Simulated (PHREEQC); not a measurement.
Solution (25 °C): 0.0029 mol HCl, 0.0054 mol ZnSO4 and 0.15 mol MnSO4 per kg of water. It is in equilibrium with CO2 at log p = -3.4 (atm). Otherwise closed; pH follows from the charge balance.

Computed with PHREEQC (ion-association model, wateq4f.dat).

Each row changes one thing in this solution. Precipitation was switched off in this run.

| case | pH | ionic strength (mol/kgw) | SO4-2 (mol/kgw) | HSO4- (mol/kgw) | HCO3- (mol/kgw) |
|---|---|---|---|---|---|
| as made | 3.13 | 0.324 | 0.0781 | 0.00196 | 1.14e-8 |
| HCl left out | 5.58 | 0.322 | (withheld) | 7.14e-6 | 3.17e-6 |
| ZnSO4 from 0.0054 to 0.0081 mol/kgw | 3.13 | 0.328 | 0.0785 | 0.00196 | 1.14e-8 |
| ZnSO4 left out | 3.13 | 0.315 | 0.0771 | 0.00196 | 1.13e-8 |
| MnSO4 left out | 2.67 | 0.0184 | (withheld) | 0.000505 | (withheld) |
| ZnSO4 from 0.0054 to 0.027 mol/kgw | 3.14 | (withheld) | 0.0818 | 0.00196 | 1.16e-8 |

Question: Complete the blanks.

Answer: 
- HCl left out, SO4-2 (mol/kgw): 0.0792
- MnSO4 left out, SO4-2 (mol/kgw): 0.00359
- MnSO4 left out, HCO3- (mol/kgw): 3.20e-9
- ZnSO4 from 0.0054 to 0.027 mol/kgw, ionic strength (mol/kgw): 0.360

Species that the database lacks are ignored.
